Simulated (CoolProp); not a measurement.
Vapour-liquid equilibrium of R143a (1) + dimethyl ether (2) at 0.275 MPa; x and y are mole fractions of (1).

The numbers come from the multi-fluid Helmholtz-energy mixture model, Lemmon and Jacobsen 2000 and Wu 2011; pair parameters Bell 2016 in CoolProp.

Question: Give the bubble temperature and the first vapour's composition at x = 0.05, 0.2, 0.35. Is there an azeotrope?

Answer: x = 0.05: -1.3 °C, y = 0.115; x = 0.2: -6.9 °C, y = 0.378; x = 0.35: -11.3 °C, y = 0.560. No azeotrope shows between x = 0.05 and 0.95.

Pair parameters are fitted to limited data, so mixtures are less certain than the pure fluids.
